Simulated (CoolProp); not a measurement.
Aqueous lithium chloride as a coolant, at 33 °C, 1 atm.

Model: Melinder's fits for secondary coolants, in CoolProp.

```csv
mass %,freezing point (°C),conductivity (W/(m K)),Prandtl number,cp (kJ/(kg K)),viscosity (mPa s)
1.6,-1.2,0.615,5.29,4.093,0.796
3.5,-3.2,0.610,5.58,3.994,0.852
5.3,-5.4,0.605,5.84,3.906,0.906
7.2,-8.0,0.600,6.14,3.817,0.966
9,-10.6,0.596,6.46,3.738,1.03
10.9,-13.8,0.591,6.84,3.658,1.10
12.7,-17.6,0.586,7.24,3.587,1.18
14.6,-22.7,0.582,7.73,3.515,1.28
16.4,-28.6,0.578,8.25,3.450,1.38
18.3,-36.2,0.574,8.87,3.387,1.50
```
